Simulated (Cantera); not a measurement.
A perfectly stirred reactor is fed with CH4 : C2H6 : O2 : N2 = 1 : 0.71 : 2.99 : 11.2 (molar parts), equivalence ratio 1.5, at 2.20 bar; it is adiabatic with a 325 K inlet, and is followed from long to short residence time, starting on the burning branch (τ in s: 0.033, 0.013, 0.0053, 0.0021, 0.00085, 0.00034, 0.00014, 5.5e-05, 2.2e-05).

Detailed kinetics in Cantera: GRI-Mech 3.0 (53 species, 325 reactions).

### Question
What does this change do: pressure from 2.20 bar to 5.00 bar?

### Answer
| quantity | before | after |
|---|---|---|
| blow-out, bracketed by the residence times tried | burning at 0.850 ms, out at 0.340 ms | burning at 0.340 ms, out at 0.140 ms |
| x(CH4) at τ = 33.0 ms | 0.00204 | 0.00264 |
| x(C2H6) at τ = 33.0 ms | 3.86e-6 | 3.36e-6 |
| x(O2) at τ = 33.0 ms | 0.000443 | 0.000343 |
| x(NO) at τ = 33.0 ms | 4.21e-5 | 1.98e-5 |
| x(HCO) at τ = 33.0 ms | 9.15e-8 | 5.98e-8 |
| x(CH4) at τ = 0.850 ms | 0.00452 | 0.00633 |
| x(C2H6) at τ = 0.850 ms | 0.000118 | 0.000111 |
| x(O2) at τ = 0.850 ms | 0.00674 | 0.00614 |
| x(NO) at τ = 0.850 ms | 1.77e-5 | 7.46e-6 |
| x(HCO) at τ = 0.850 ms | 1.77e-6 | 7.22e-7 |
